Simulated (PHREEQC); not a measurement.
PHREEQC input (ion-association model, phreeqc.dat):

```
SOLUTION_MASTER_SPECIES
  Amm  AmmH+  0  AmmH  17.031  # ammonia with no redox link, constants of NH4+
SOLUTION_SPECIES
  AmmH+ = AmmH+
    -log_k 0
    -gamma 2.5 0
    -dw 1.98e-9
  AmmH+ = Amm + H+
    -log_k -9.252
    -delta_h 12.48 kcal
    -analytic 0.6322 -0.001225 -2835.76
    -dw 2.28e-9
  AmmH+ + SO4-2 = AmmHSO4-
    -log_k 1.11
PHASES
  Amm(g)
    Amm = Amm
    -log_k 1.7966
    -analytic -18.758 3.3670e-4 2.5113e3 4.8619 39.192
    -T_c 405.6
    -P_c 111.3
    -Omega 0.25
EXCHANGE_SPECIES
  AmmH+ + X- = AmmHX
    -log_k 0.6
    -gamma 2.5 0
    -delta_h -2.4
SOLUTION 0
  temp 25
  units mmol/kgw
  pH 7 charge
  S(6) 8.7
  Na 19.1
  Cl 3.31
  Amm 1.6
  O(0) 1 O2(g) -0.68
SOLUTION 1-30
  temp 25
  units mmol/kgw
  pH 7 charge
  Cl 14.61
  Na 12
  K 2.6
  O(0) 1 O2(g) -0.68
END
EXCHANGE 1-30
  X 0.04
  -equilibrate 1
END
SELECTED_OUTPUT 1
  -reset false
  -pH true
  -pe true
  -ionic_strength true
  -water true
  -step true
  -totals Amm Cl K Na S S(-2) S(6)
  -molalities AmmHX NaX KX
  -saturation_indices Halite Sylvite
PRINT
  -reset false
TRANSPORT
  -cells 30
  -shifts 180
  -lengths 0.0333333
  -time_step 60
  -dispersivities 0.05
  -boundary_conditions flux flux
  -correct_disp true
  -punch_cells 30
  -punch_frequency 6
END
# ... the last block is repeated for the other 30 points of pore volumes
```

Selected output (columns that matter, 10 of 31 rows; pore volumes added in front):

```
pore volumes	pH	mu	Amm	Cl	K	Na	S	m_NaX	m_KX	si_Halite	si_Sylvite
0	5.0454	0.01461	0	0.01461	0.0026	0.012	0	0.019176	0.020824	-5.4317	-5.4279
0.6167	5.0635	0.015715	1.025e-16	0.013716	0.0026877	0.012395	0.0006883	0.019176	0.020824	-5.4492	-5.4456
1.4167	5.2027	0.027062	5.3758e-08	0.0044544	0.0035982	0.016484	0.0078189	0.019178	0.020821	-5.849	-5.8469
2.0167	5.2149	0.028351	3.7891e-06	0.0033931	0.0036789	0.016972	0.008636	0.019247	0.020736	-5.9578	-5.9592
2.6167	5.2157	0.028446	2.9954e-05	0.0033147	0.003573	0.017094	0.0086963	0.019554	0.020314	-5.9651	-5.9824
3.4167	5.2154	0.028451	0.00012965	0.0033101	0.0032438	0.017327	0.0086999	0.020415	0.018996	-5.9599	-6.025
4.0167	5.215	0.028449	0.00024728	0.00331	0.0029121	0.017541	0.0087	0.021283	0.017561	-5.9546	-6.0718
4.6167	5.2146	0.028446	0.00038463	0.00331	0.0025592	0.017756	0.0087	0.022224	0.015921	-5.9492	-6.1279
5.4167	5.2139	0.028442	0.00057515	0.00331	0.0021056	0.018019	0.0087	0.023478	0.013635	-5.9428	-6.2126
6.0167	5.2135	0.028439	0.0007124	0.00331	0.0017964	0.018191	0.0087	0.024365	0.011959	-5.9387	-6.2816
```
